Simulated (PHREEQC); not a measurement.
A column of 0.2 m (40 cells, dispersivity 0.01 m, 3600 s a shift, diffusion coefficient 3e-10 m²/s) holds 0.046 eq of the database's cation exchanger X per kg of pore water, first in equilibrium with 0.00023 mol/kgw PbCl2 and 1e-05 mol/kgw HCl. It is flushed with 0.0023 mol NaCl, 0.01 mol SrCl2 and 1e-05 mol HCl per kg of water, at 25 °C. Values are for the last cell. CO2 from the air is kept out. Nothing may precipitate in this run.

Base run: PHREEQC, ion-association model, phreeqc.dat. Each further column changes one thing. The table gives Pb in solution (mol/kgw).

```tsv
pore volumes	base	exchange capacity from 0.046 to 0.023 eq/kgw	dispersivity from 0.01 to 0.02 m
0	0.000230	0.000230	0.000230
0.4625	0.000326	0.000325	0.000766
1.137	0.00741	0.00717	0.00715
1.587	0.00945	0.00750	0.00865
2.263	0.00841	0.00357	0.00741
2.712	0.00668	0.00174	0.00590
3.163	0.00482	0.000774	0.00447
3.837	0.00258	0.000208	0.00277
4.287	0.00159	8.34e-5	0.00196
4.737	0.000946	3.28e-5	0.00137
5.412	0.000414	7.87e-6	0.000788
5.862	0.000234	3.01e-6	0.000540
6.537	9.69e-5	7.03e-7	0.000305
6.987	5.33e-5	2.65e-7	0.000207
```
